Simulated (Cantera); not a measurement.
A perfectly stirred reactor is fed with 22.1 % H2, 15.0 % O2, 56.2 % N2, 6.64 % H2O, at 9.87 atm; it is adiabatic with a 600 K inlet, and is followed from long to short residence time, starting on the burning branch (τ in s: 0.063, 0.037, 0.022, 0.013, 0.0073, 0.0043, 0.0025, 0.0015, 0.00086, 0.0005, 0.00029, 0.00017, 0.0001).

Cantera simulation using GRI-Mech 3.0 (53 species, 325 reactions); the numbers are that mechanism's predictions, not measurements. The hydrogen kinetics of GRI-Mech 3.0 are dated; newer H2 mechanisms differ, most at raised pressure.

Q: Predict: blow-out, bracketed by the residence times tried; x(H2) at τ = 63.0 ms; x(O2) at τ = 63.0 ms; x(H2O) at τ = 63.0 ms; x(H2O2) at τ = 63.0 ms; x(HO2) at τ = 63.0 ms; x(H2) at τ = 2.50 ms; x(O2) at τ = 2.50 ms; x(H2O) at τ = 2.50 ms; x(H2O2) at τ = 2.50 ms; x(HO2) at τ = 2.50 ms.

A: 
* **blow-out, bracketed by the residence times tried**: burning at 0.100 ms, the shortest tried
* **x(H2) at τ = 63.0 ms**: 0.000537
* **x(O2) at τ = 63.0 ms**: 0.0421
* **x(H2O) at τ = 63.0 ms**: 0.321
* **x(H2O2) at τ = 63.0 ms**: 6.87e-7
* **x(HO2) at τ = 63.0 ms**: 5.45e-6
* **x(H2) at τ = 2.50 ms**: 0.000834
* **x(O2) at τ = 2.50 ms**: 0.0431
* **x(H2O) at τ = 2.50 ms**: 0.321
* **x(H2O2) at τ = 2.50 ms**: 7.92e-7
* **x(HO2) at τ = 2.50 ms**: 6.82e-6
